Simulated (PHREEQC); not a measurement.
Dissolve 0.056 mol CsOH per kg of water at 25 °C. It is in equilibrium with CO2 at log p = -3.5 (atm). Otherwise closed; pH follows from the charge balance.

All values are PHREEQC results (ion-association model, wateq4f.dat), not measurements.

Each row changes one thing in this solution. This is a speciation only: nothing precipitates in the calculation.

| case | pH | ionic strength (mol/kgw) | HCO3- (mol/kgw) | CO3-2 (mol/kgw) |
|---|---|---|---|---|
| as made | 9.70 | 0.0691 | 0.0296 | 0.0131 |
| CsOH from 0.056 to 0.0504 mol/kgw | 9.68 | 0.0617 | 0.0277 | 0.0113 |
| CsOH from 0.056 to 0.0056 mol/kgw | 8.99 | 0.00589 | 0.00501 | … |
| CsOH from 0.056 to 0.0112 mol/kgw | 9.23 | 0.0122 | 0.00915 | 0.00102 |
| diluted 5-fold with water | 9.23 | 0.0122 | 0.00915 | 0.00102 |
| CsOH from 0.056 to 0.028 mol/kgw | 9.52 | 0.0327 | 0.0186 | 0.00468 |
| 0.0078 mol/kgw NaNO3 added | 9.69 | 0.0758 | 0.0290 | 0.0127 |
| CsOH replaced by CsI at the same molality | … | 0.0560 | 2.61e-6 | 9.91e-11 |

### Question
Some entries are withheld; supply them.

### Answer

- CsOH from 0.056 to 0.0056 mol/kgw, CO3-2 (mol/kgw): 0.000288
- CsOH replaced by CsI at the same molality, pH: 5.65

Complexes and solids missing from the database can't appear.
